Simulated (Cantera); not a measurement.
Input (Python, Cantera) and output of one run.

```python
import numpy as np
import cantera as ct

gas_names = """
    C CO CO2 C2 C2O C3 C3O2 C4 C5 Cu CuO Cu2 O O2 O3
""".split()
cond_names = """
    C(gr) Cu(cr) Cu(L) CuO(s) Cu2O(s) Cu2O(L)
""".split()


# ... load() reads the species with a 1 bar reference pressure and builds the phases ...
atoms = {
    'CuO': {'Cu': 1, 'O': 1},
    'CO': {'C': 1, 'O': 1},
}
top_T = {'C(gr)': 4500, 'CuO(s)': 1390}  # K; cautious upper limits of use, not melting points


# ... equilibrate(T, P, feed) seeds the gas with the atoms and calls Mixture.equilibrate('TP', solver="vcs", rtol=1e-11, max_steps=5000) ...
results = []
T = 1498.15  # K
P = 4900  # Pa
for m in [0.93, 1.9, 2.9, 3.8, 4.8, 5.8, 6.8, 7.7, 8.7, 9.7, 11, 12]:
    feed = {'CuO': 1, 'CO': m}  # mol
    mix = equilibrate(T, P, feed)
    results.append((T, P, feed, dict(zip(mix.species_names, mix.species_moles))))

top = {s: max(r[3][s] / sum(r[3][g] for g in gas_names) for r in results) for s in gas_names}
cols = sorted((s for s in top if top[s] > 0.001), key=lambda s: -top[s])[:8]
seen = [c for c in cond_names if any(r[3].get(c, 0) > 1e-12 for r in results)]
print("log10 of partial pressures in bar; condensed amounts in mol")
print(f"{'n(CO)':>10s}" + "".join(f"{s[:9]:>10s}" for s in cols + seen))
for T, P, feed, n in results:
    ng = sum(n[g] for g in gas_names)
    print(f"{feed['CO']:10.4g}" + "".join(f"{np.log10(max(n[s] / ng * P / 1e5, 1e-99)):10.3f}" for s in cols)
          + "".join(f"{n.get(c, 0):10.4g}" for c in seen))
```

It prints:

```
log10 of partial pressures in bar; condensed amounts in mol
     n(CO)       CO2        CO        O2     Cu(L)   Cu2O(s)
      0.93    -1.311    -4.624    -4.017    0.8663    0.0668
       1.9    -1.589    -1.634   -10.553    0.9997         0
       2.9    -1.772    -1.494   -11.202    0.9995         0
       3.8    -1.890    -1.443   -11.539    0.9994         0
       4.8    -1.991    -1.411   -11.804    0.9992         0
       5.8    -2.073    -1.392   -12.007    0.9991         0
       6.8    -2.142    -1.379   -12.171    0.9989         0
       7.7    -2.196    -1.370   -12.297    0.9987         0
       8.7    -2.249    -1.363   -12.418    0.9986         0
       9.7    -2.297    -1.357   -12.524    0.9984         0
        11    -2.351    -1.351   -12.645    0.9982         0
        12    -2.389    -1.348   -12.727     0.998         0
```

Method: chemical equilibrium by Gibbs-energy minimisation in Cantera with the NASA 1993 tables (ideal gas, pure condensed phases). Mutual solubility and eutectic melting of coexisting phases are not modelled.
